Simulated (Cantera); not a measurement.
A Cantera script and what it prints.

```python
import numpy as np
import cantera as ct

gas_names = """
    N NO NO2 NO3 N2 N2O O O2 O3 Si SiN SiO SiO2 Si2 Si2N Si3
""".split()
cond_names = """
    Si(cr) Si(L) SiO2(Lqz) SiO2(hqz) SiO2(L) Si2N2O(s) Si3N4(a)
""".split()


def load(file, names, dense=False):
    # The tables refer to 1 bar. Condensed volumes are neglected.
    table = {s.name: s for s in ct.Species.list_from_file(file)}
    out = []
    for n in names:
        d = dict(table[n].input_data)
        d["thermo"] = dict(d["thermo"], **{"reference-pressure": 1e5})
        if dense:
            d["equation-of-state"] = {"model": "constant-volume", "density": "1e6 g/cm^3"}
        out.append(ct.Species.from_dict(d))
    return out


gas = ct.Solution(thermo="ideal-gas", species=load("nasa_gas.yaml", gas_names))
cond = {s.name: ct.Solution(thermo="fixed-stoichiometry", species=[s], name=s.name)
        for s in load("nasa_condensed.yaml", cond_names, dense=True)}
atoms = {
    'Si3N4': {'Si': 3, 'N': 4},
    'O2': {'O': 2},
    'N2': {'N': 2},
}
top_T = {'Si2N2O(s)': 2100, 'Si3N4(a)': 2400}  # K; cautious upper limits of use, not melting points


def equilibrate(T, P, feed):
    n = {}
    for name, mol in feed.items():
        for a, k in atoms[name].items():
            n[a] = n.get(a, 0.0) + k * mol
    gas.TPX = T, P, n
    mass = sum(n.values()) * gas.mean_molecular_weight
    gas.equilibrate("TP")
    valid = [c for c in cond.values() if c.min_temp <= T <= top_T.get(c.name, c.max_temp)]
    mix = ct.Mixture([(gas, mass / gas.mean_molecular_weight)] + [(c, 0.0) for c in valid])
    mix.T, mix.P = T, P
    mix.equilibrate("TP", solver="vcs", rtol=1e-11, max_steps=5000)
    return mix


results = []
feed = {'Si3N4': 1, 'O2': 0.99, 'N2': 8.6}  # mol
T = 1700  # K
P = 1333.22  # Pa
mix = equilibrate(T, P, feed)
results.append((T, P, feed, dict(zip(mix.species_names, mix.species_moles))))
print(gas.report(threshold=0.001))
for i in range(1, mix.n_phases):
    print(f"{mix.phase(i).name:16s} {mix.phase_moles(i):12.5e} mol")
```

Result:

```
       temperature   1700 K
          pressure   1333.2 Pa
           density   0.0027644 kg/m^3
  mean mol. weight   29.308 kg/kmol
   phase of matter   gas

                          1 kg             1 kmol
                     ---------------   ---------------
          enthalpy        1.2825e+06        3.7587e+07  J
   internal energy        8.0021e+05        2.3453e+07  J
           entropy            9773.2        2.8643e+05  J/K
    Gibbs function       -1.5332e+07       -4.4935e+08  J
 heat capacity c_p            1210.7             35483  J/K
 heat capacity c_v               927             27168  J/K

                      mass frac. Y      mole frac. X     chem. pot. / RT
                     ---------------   ---------------   ---------------
                N2           0.87887           0.91947           -30.807
               SiO           0.12113          0.080528           -43.024
     [  +14 minor]        4.7859e-07        4.3884e-07

Si(L)             0.00000e+00 mol
SiO2(L)           4.15374e-02 mol
Si2N2O(s)         1.06153e+00 mol
Si3N4(a)          0.00000e+00 mol
```

Method: chemical equilibrium by Gibbs-energy minimisation in Cantera with the NASA 1993 tables (ideal gas, pure condensed phases). Mutual solubility and eutectic melting of coexisting phases are not modelled. The tables hold silica as quartz up to 1696 K and as liquid above; real silica turns to tridymite and cristobalite and melts near 1996 K.
